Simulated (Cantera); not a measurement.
Cantera run:

```python
import numpy as np
import cantera as ct

gas_names = """
    Cr CrO CrO2 CrO3 H HO2 H2 H2O H2O2 O OH O2 O3
""".split()
cond_names = """
    Cr(cr) Cr(L) Cr2O3(s) Cr2O3(L) H2O(s) H2O(L)
""".split()


# ... load() reads the species with a 1 bar reference pressure and builds the phases ...
atoms = {
    'Cr': {'Cr': 1},
    'O2': {'O': 2},
    'H2': {'H': 2},
}
top_T = {}  # K; cautious upper limits of use, not melting points


# ... equilibrate(T, P, feed) seeds the gas with the atoms and calls Mixture.equilibrate('TP', solver="vcs", rtol=1e-11, max_steps=5000) ...
results = []
feed = {'Cr': 1, 'O2': 0.1, 'H2': 54}  # mol
T = 1973.15  # K
P = 10000  # Pa
mix = equilibrate(T, P, feed)
results.append((T, P, feed, dict(zip(mix.species_names, mix.species_moles))))
print(gas.report(threshold=1e-06))
for i in range(1, mix.n_phases):
    print(f"{mix.phase(i).name:16s} {mix.phase_moles(i):12.5e} mol")
```

Output:

```
       temperature   1973.2 K
          pressure   10000 Pa
           density   0.0015193 kg/m^3
  mean mol. weight   2.4926 kg/kmol
   phase of matter   gas

                          1 kg             1 kmol
                     ---------------   ---------------
          enthalpy        2.2198e+07         5.533e+07  J
   internal energy        1.5616e+07        3.8924e+07  J
           entropy             83583        2.0834e+05  J/K
    Gibbs function       -1.4272e+08       -3.5575e+08  J
 heat capacity c_p             13652             34029  J/K
 heat capacity c_v             10316             25715  J/K

                      mass frac. Y      mole frac. X     chem. pot. / RT
                     ---------------   ---------------   ---------------
                Cr            0.1758         0.0084276           -6.4341
               CrO        0.00055787        2.0451e-05           -34.747
                 H         0.0017132         0.0042363           -10.878
                H2           0.79559           0.98367           -21.757
               H2O          0.026326         0.0036426            -50.07
                OH        1.0164e-05        1.4896e-06           -39.191
     [   +7 minor]        9.5676e-07         3.222e-08

Cr(cr)            5.38931e-01 mol
Cr2O3(s)          0.00000e+00 mol
```

Cantera equilibrium calculation (NASA polynomials, part measured and part estimated; ideal gas, pure solids and liquids).
